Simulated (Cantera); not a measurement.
Feed: 1 mol B2O3, 3.4 mol F2, 6.7 mol H2, 4.5 mol HF, equilibrated at 84.0 mbar.

Method: chemical equilibrium by Gibbs-energy minimisation in Cantera with the NASA 1993 tables (ideal gas, pure condensed phases). Candidate condensed phases: B, B2O3, B3O3H3, H2O; 43 gas species. The tables' values for BF2 are old estimates; treat these amounts as uncertain. Gases not in the tables: H3BO3. Rates play no part.

log p: log10 of the partial pressure in bar; nothing condenses.

```csv
T (°C),log p HF,log p H2,log p H2O,log p BF3,log p BOF,log p HBO2,log p B3O3F3
625,-1.48,-1.69,-1.73,-1.91,-7.09,(withheld),-6.03
725,-1.48,-1.69,-1.73,-1.91,-5.73,(withheld),-5.16
825,-1.48,-1.69,-1.74,-1.91,-4.63,(withheld),-4.47
925,-1.47,-1.69,-1.75,-1.93,-3.74,(withheld),-4.00
1025,-1.45,-1.70,-1.78,-1.97,-3.07,(withheld),-3.82
1125,-1.42,-1.71,-1.84,-2.05,-2.60,(withheld),-4.00
1225,-1.38,-1.72,-1.93,-2.19,-2.33,-3.35,-4.54
1325,-1.35,-1.73,-2.03,-2.38,-2.18,-3.31,-5.26
1425,-1.33,-1.74,-2.12,-2.61,-2.09,-3.32,-6.03
1525,-1.31,-1.74,-2.19,-2.86,-2.04,-3.34,-6.81
1625,-1.31,-1.75,-2.24,-3.13,-2.02,-3.36,-7.55
```

Q: What belongs in the gaps?

A: 
- 625, log p HBO2: -8.02
- 725, log p HBO2: -6.60
- 825, log p HBO2: -5.46
- 925, log p HBO2: -4.56
- 1025, log p HBO2: -3.91
- 1125, log p HBO2: -3.51
